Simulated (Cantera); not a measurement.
Input (Python, Cantera) and output of one run.

```python
import numpy as np
import cantera as ct

gas_names = """
    Cu CuO Cu2 H HO2 H2 H2O H2O2 O OH O2 O3
""".split()
cond_names = """
    Cu(cr) Cu(L) CuO(s) CuO2H2(s) Cu2O(s) Cu2O(L) H2O(s) H2O(L)
""".split()


# ... load() reads the species with a 1 bar reference pressure and builds the phases ...
atoms = {
    'Cu2O': {'Cu': 2, 'O': 1},
    'H2': {'H': 2},
    'H2O': {'H': 2, 'O': 1},
}
top_T = {'CuO(s)': 1390}  # K; cautious upper limits of use, not melting points


# ... equilibrate(T, P, feed) seeds the gas with the atoms and calls Mixture.equilibrate('TP', solver="vcs", rtol=1e-11, max_steps=5000) ...
results = []
feed = {'Cu2O': 1, 'H2': 5.5, 'H2O': 0.47}  # mol
T = 1100  # K
P = 220  # Pa
mix = equilibrate(T, P, feed)
results.append((T, P, feed, dict(zip(mix.species_names, mix.species_moles))))
print(gas.report(threshold=1e-06))
for i in range(1, mix.n_phases):
    print(f"{mix.phase(i).name:16s} {mix.phase_moles(i):12.5e} mol")
```

It prints:

```
       temperature   1100 K
          pressure   220 Pa
           density   0.00014326 kg/m^3
  mean mol. weight   5.9555 kg/kmol
   phase of matter   gas

                          1 kg             1 kmol
                     ---------------   ---------------
          enthalpy       -5.7466e+06       -3.4224e+07  J
   internal energy       -7.2823e+06        -4.337e+07  J
           entropy             40517         2.413e+05  J/K
    Gibbs function       -5.0315e+07       -2.9965e+08  J
 heat capacity c_p            5641.1             33595  J/K
 heat capacity c_v              4245             25281  J/K

                      mass frac. Y      mole frac. X     chem. pot. / RT
                     ---------------   ---------------   ---------------
                H2           0.25516           0.75377            -24.15
               H2O           0.74484           0.24623           -59.132
     [  +10 minor]        2.9703e-06        7.4986e-07

Cu(cr)            2.00000e+00 mol
CuO(s)            0.00000e+00 mol
CuO2H2(s)         0.00000e+00 mol
Cu2O(s)           0.00000e+00 mol
```

These are equilibrium values from Cantera (NASA tables, ideal gas, pure condensed phases), not measurements of a reactor.
